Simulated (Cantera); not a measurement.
Charge: 1 mol KCl, a varied amount of H2, at 477 °C and 0.210 Pa.

Equilibrium computed with Cantera from the NASA thermochemical tables; the gas is ideal and each condensed phase is pure. Candidate condensed phases: K, KCl; 10 gas species. The numbers say what is thermodynamically allowed, not how fast it happens.

Question: Which condensed phases are stable at each of these points (n(H2) (mol)): 53, 99, 140, 190, 240, 280, 330, 370, 420, 460?

Answer: 
```
n(H2) (mol)  condensed phases  K condensed (%)
-----------  ----------------  ---------------
53                     KCl(s)             10.2
99                   gas only              0.0
140                  gas only              0.0
190                  gas only              0.0
240                  gas only              0.0
280                  gas only              0.0
330                  gas only              0.0
370                  gas only              0.0
420                  gas only              0.0
460                  gas only              0.0
```

At 53 mol H2 the condensed part is KCl(s). From 99 mol H2 to 460 mol H2 nothing is condensed.
